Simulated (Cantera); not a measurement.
A perfectly stirred reactor is fed with CH4 : O2 : N2 : CO2 = 1 : 1.67 : 6.27 : 0.61 (molar parts), at 1.01 bar; it is adiabatic with a 598 K inlet, and is followed from long to short residence time, starting on the burning branch (τ in s: 0.025, 0.013, 0.0063, 0.0032, 0.0016, 0.00078, 0.00039, 0.00019, 9.7e-05).

Cantera simulation using GRI-Mech 3.0 (53 species, 325 reactions); the numbers are that mechanism's predictions, not measurements.

Question: Predict: blow-out, bracketed by the residence times tried; x(CH4) at τ = 25.0 ms; x(O2) at τ = 25.0 ms; x(CO2) at τ = 25.0 ms; x(O) at τ = 25.0 ms; x(HCN) at τ = 25.0 ms; x(CH4) at τ = 1.60 ms; x(O2) at τ = 1.60 ms; x(CO2) at τ = 1.60 ms; x(O) at τ = 1.60 ms; x(HCN) at τ = 1.60 ms.

Answer: 
```
Item                                                                               Value
------------------------------------------------  --------------------------------------
blow-out, bracketed by the residence times tried  burning at 97.0 µs, the shortest tried
x(CH4) at τ = 25.0 ms                                                            1.72e-5
x(O2) at τ = 25.0 ms                                                             0.00129
x(CO2) at τ = 25.0 ms                                                              0.109
x(O) at τ = 25.0 ms                                                             0.000241
x(HCN) at τ = 25.0 ms                                                            2.11e-6
x(CH4) at τ = 1.60 ms                                                           0.000102
x(O2) at τ = 1.60 ms                                                             0.00531
x(CO2) at τ = 1.60 ms                                                              0.103
x(O) at τ = 1.60 ms                                                              0.00108
x(HCN) at τ = 1.60 ms                                                            4.14e-6
```
